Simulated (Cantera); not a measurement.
**Equilibrium for carbon deposition, reforming and gasification: C2H4 + O2**

Charge: 1 mol C2H4, a varied amount of O2, equilibrated at 1200 Torr.

Cantera equilibrium calculation (NASA polynomials, part measured and part estimated; ideal gas, pure solids and liquids). Candidate condensed phases: C, C6H6, C7H8, C8H18, H2O; 110 gas species. Kinetics and transport are ignored.

Question: Map the stable condensed phases over T = 698, 848, 998, 1148, 1298, 1448, 1598, 1748, 1898, 2048, 2198 K and n(O2) in mol = 0.046, 0.069, 0.1, 0.16, 0.24, 0.36, 0.55, 0.82, 1.2, 1.9.

Answer: 
```
T in K \ n(O2) in mol
         0.046 0.069   0.1  0.16  0.24  0.36  0.55  0.82   1.2   1.9
   2198      A     A     A     A     A     A     A     A     B     B
   2048      A     A     A     A     A     A     A     A     B     B
   1898      A     A     A     A     A     A     A     A     B     B
   1748      A     A     A     A     A     A     A     A     B     B
   1598      A     A     A     A     A     A     A     A     B     B
   1448      A     A     A     A     A     A     A     A     B     B
   1298      A     A     A     A     A     A     A     A     B     B
   1148      A     A     A     A     A     A     A     A     B     B
    998      A     A     A     A     A     A     A     A     A     B
    848      A     A     A     A     A     A     A     A     A     A
    698      A     A     A     A     A     A     A     A     A     A
```
A: C; B: gas only.
